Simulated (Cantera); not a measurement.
Input (Python, Cantera) and output of one run.

```python
import numpy as np
import cantera as ct

gas_names = """
    Br Br2 H HBr HO2 H2 H2O H2O2 Mg MgBr MgBr2 MgH MgO MgOH MgO2H2 Mg2 O OH O2 O3
""".split()
cond_names = """
    Br2(cr) Br2(L) H2O(s) H2O(L) Mg(cr) Mg(L) MgBr2(s) MgBr2(L) MgO(s) MgO(L) MgO2H2(s)
""".split()


# ... load() reads the species with a 1 bar reference pressure and builds the phases ...
atoms = {
    'MgO': {'Mg': 1, 'O': 1},
    'Br2': {'Br': 2},
    'H2': {'H': 2},
}
top_T = {}  # K; cautious upper limits of use, not melting points


# ... equilibrate(T, P, feed) seeds the gas with the atoms and calls Mixture.equilibrate('TP', solver="vcs", rtol=1e-11, max_steps=5000) ...
results = []
T = 1600  # K
P = 3900  # Pa
for m in [0.061, 0.097, 0.15, 0.25, 0.39, 0.62, 0.99, 1.6, 2.5, 4, 6.3]:
    feed = {'MgO': 1, 'Br2': 0.013, 'H2': m}  # mol
    mix = equilibrate(T, P, feed)
    results.append((T, P, feed, dict(zip(mix.species_names, mix.species_moles))))
    x = sorted(zip(gas.X, gas.species_names), reverse=True)
    print(f"T = {T:g} K  P = {P:g} Pa  n(H2) = {m:g} mol  gas = {mix.phase_moles(0):.4g} mol")
    print("   x: " + "  ".join(f"{s} {v:.3e}" for v, s in x if v > 0.001))
    print("   condensed (mol): " + ("  ".join(f"{mix.phase(i).name} {mix.phase_moles(i):.4g}"
          for i in range(1, mix.n_phases) if mix.phase_moles(i) > 1e-12) or "none"))
```

Output:

```
T = 1600 K  P = 3900 Pa  n(H2) = 0.061 mol  gas = 0.07422 mol
   x: H2 6.493e-01  HBr 2.289e-01  H2O 5.799e-02  MgBr2 5.786e-02  Br 5.511e-03
   condensed (mol): MgO(s) 0.9957
T = 1600 K  P = 3900 Pa  n(H2) = 0.097 mol  gas = 0.1102 mol
   x: H2 7.637e-01  HBr 1.544e-01  H2O 3.913e-02  MgBr2 3.898e-02  Br 3.427e-03
   condensed (mol): MgO(s) 0.9957
T = 1600 K  P = 3900 Pa  n(H2) = 0.15 mol  gas = 0.1632 mol
   x: H2 8.403e-01  HBr 1.043e-01  H2O 2.647e-02  MgBr2 2.631e-02  Br 2.207e-03
   condensed (mol): MgO(s) 0.9957
T = 1600 K  P = 3900 Pa  n(H2) = 0.25 mol  gas = 0.2632 mol
   x: H2 9.008e-01  HBr 6.472e-02  H2O 1.646e-02  MgBr2 1.629e-02  Br 1.323e-03
   condensed (mol): MgO(s) 0.9957
T = 1600 K  P = 3900 Pa  n(H2) = 0.39 mol  gas = 0.4033 mol
   x: H2 9.351e-01  HBr 4.226e-02  H2O 1.079e-02  MgBr2 1.060e-02
   condensed (mol): MgO(s) 0.9957
T = 1600 K  P = 3900 Pa  n(H2) = 0.62 mol  gas = 0.6333 mol
   x: H2 9.584e-01  HBr 2.693e-02  H2O 6.914e-03  MgBr2 6.715e-03
   condensed (mol): MgO(s) 0.9956
T = 1600 K  P = 3900 Pa  n(H2) = 0.99 mol  gas = 1.003 mol
   x: H2 9.735e-01  HBr 1.702e-02  H2O 4.420e-03  MgBr2 4.198e-03
   condensed (mol): MgO(s) 0.9956
T = 1600 K  P = 3900 Pa  n(H2) = 1.6 mol  gas = 1.614 mol
   x: H2 9.833e-01  HBr 1.062e-02  H2O 2.819e-03  MgBr2 2.563e-03
   condensed (mol): MgO(s) 0.9955
T = 1600 K  P = 3900 Pa  n(H2) = 2.5 mol  gas = 2.514 mol
   x: H2 9.889e-01  HBr 6.870e-03  H2O 1.896e-03  MgBr2 1.594e-03
   condensed (mol): MgO(s) 0.9952
T = 1600 K  P = 3900 Pa  n(H2) = 4 mol  gas = 4.015 mol
   x: H2 9.927e-01  HBr 4.371e-03  H2O 1.301e-03
   condensed (mol): MgO(s) 0.9948
T = 1600 K  P = 3900 Pa  n(H2) = 6.3 mol  gas = 6.316 mol
   x: H2 9.949e-01  HBr 2.855e-03
   condensed (mol): MgO(s) 0.9939
```

Cantera equilibrium calculation (NASA polynomials, part measured and part estimated; ideal gas, pure solids and liquids).
